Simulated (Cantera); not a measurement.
## Stirred combustor or abatement burner

A perfectly stirred reactor is fed with 6.46 % CH₄, 0.414 % H₂, 18.5 % O₂, 69.8 % N₂, 4.85 % H₂O, equivalence ratio 0.71, at 860000 Pa; it is adiabatic with a 800 K inlet, and is followed from long to short residence time, starting on the burning branch (τ in s: 0.044, 0.021, 0.01, 0.0049, 0.0023, 0.0011, 0.00053, 0.00025, 0.00012, 5.8e-05, 2.8e-05, 1.3e-05).

Cantera simulation using GRI-Mech 3.0 (53 species, 325 reactions); the numbers are that mechanism's predictions, not measurements.

| τ (s) | T (K) | x CH₄ | x H₂ | x O₂ | x C₂H | x HCO |
|---|---|---|---|---|---|---|
| 0.044 | 2161 | 1.36e-6 | 0.000251 | 0.0526 | <1e-12 | 3.78e-9 |
| 0.021 | 2162 | 2.79e-6 | 0.000262 | 0.0529 | <1e-12 | 7.91e-9 |
| 0.010 | 2161 | 5.67e-6 | 0.000284 | 0.0531 | 2.34e-12 | 1.66e-8 |
| 0.0049 | 2160 | 1.10e-5 | 0.000324 | 0.0533 | 8.50e-12 | 3.40e-8 |
| 0.0023 | 2156 | 2.13e-5 | 0.000403 | 0.0535 | 3.01e-11 | 7.28e-8 |
| 0.0011 | 2149 | 3.88e-5 | 0.000544 | 0.0537 | 9.05e-11 | 1.54e-7 |
| 0.00053 | 2138 | 6.78e-5 | 0.000777 | 0.0542 | 2.35e-10 | 3.23e-7 |
| 0.00025 | 2120 | 0.000118 | 0.00116 | 0.0550 | 5.57e-10 | 6.95e-7 |
| 0.00012 | 2094 | 0.000206 | 0.00172 | 0.0564 | 1.20e-9 | 1.47e-6 |
| 5.8e-5 | 2054 | 0.000374 | 0.00251 | 0.0587 | 2.52e-9 | 3.09e-6 |
| 2.8e-5 | 1990 | 0.000777 | 0.00362 | 0.0631 | 5.64e-9 | 6.51e-6 |
| 1.3e-5 | 800 | 0.0646 | 0.00414 | 0.185 | <1e-12 | <1e-12 |
x: mole fraction; the columns are a selection and need not sum to one.
